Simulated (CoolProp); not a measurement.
Saturation properties of CF4 (R14) (Tc = 227.4 K, pc = 3.762 MPa, ω = 0.178).

The numbers come from the reference Helmholtz-energy equation of state, Platzer 1990 in CoolProp. This equation is an older, rougher fit; its heat capacities, sound speeds and derivatives of the liquid may be far off and weren't checked against measurements.

```
T (K)  p (MPa)  vapour Z  surface tension (mN/m)  liquid viscosity (µPa s)  vapour viscosity (µPa s)
-----  -------  --------  ----------------------  ------------------------  ------------------------
130.1  0.03067    0.9861                       ?                       316                      7.73
133    0.03957    0.9831                       ?                       297                         ?
135.9  0.05044    0.9796                    13.7                       279                      8.11
138.8  0.06355    0.9756                    13.2                       263                      8.30
141.7        ?    0.9711                    12.6                       249                      8.50
144.6  0.09778    0.9660                    12.1                       236                         ?
147.5   0.1196    0.9604                    11.6                       224                      8.90
150.4   0.1449    0.9542                    11.1                       212                      9.10
153.3   0.1743    0.9474                    10.5                       202                      9.31
156.2   0.2079    0.9399                    10.0                       192                      9.52
```

Problem. Complete the blanks.

Solution. 
- 130.1, surface tension (mN/m): 14.8
- 133, surface tension (mN/m): 14.2
- 133, vapour viscosity (µPa s): 7.92
- 141.7, p (MPa): 0.07922
- 144.6, vapour viscosity (µPa s): 8.69

It boils at 145.1 K under 1 atm.

Viscosity comes from a separate model (Huber 2003), an estimate that may be off by 10 % or more. Surface tension comes from a separate correlation (Mulero 2012).
